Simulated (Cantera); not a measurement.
Feed: 1 mol CO, a varied amount of CO2, 2.8 mol H2, at 2477 °C and 1400000 Pa.

Method: chemical equilibrium by Gibbs-energy minimisation in Cantera with the NASA 1993 tables (ideal gas, pure condensed phases). Candidate condensed phases: C, C6H6, C7H8, C8H18, H2O; 110 gas species. The numbers say what is thermodynamically allowed, not how fast it happens.

x: gas mole fraction; nothing condenses.

| n(CO2) (mol) | x H2 | x CO | x H2O | x CO2 | x H |
|---|---|---|---|---|---|
| 0.34 | 0.589 | 0.315 | 0.0752 | 0.00588 | 0.0140 |
| 0.68 | 0.479 | 0.358 | 0.135 | 0.0147 | 0.0127 |
| 1 | 0.393 | 0.388 | 0.180 | 0.0259 | 0.0115 |
| 1.4 | 0.307 | 0.415 | 0.222 | 0.0437 | 0.0101 |
| 1.7 | 0.255 | 0.428 | 0.245 | 0.0599 | 0.00924 |
| 2 | ? | 0.436 | 0.262 | ? | ? |
| 2.4 | 0.168 | 0.440 | 0.276 | 0.106 | 0.00749 |
| 2.7 | 0.141 | 0.439 | 0.282 | 0.127 | 0.00688 |
| 3.1 | 0.114 | 0.433 | 0.284 | 0.158 | 0.00617 |
| 3.4 | 0.0979 | 0.427 | 0.284 | 0.181 | 0.00572 |
| 3.8 | ? | 0.417 | 0.281 | ? | 0.00520 |
| 4.1 | 0.0708 | 0.409 | 0.277 | 0.233 | 0.00486 |

Problem. What belongs in the gaps?

Solution. 
- 3.8, x H2: 0.0809
- 3.8, x CO2: 0.211
- 2, x H2: 0.213
- 2, x CO2: 0.0783
- 2, x H: 0.00843
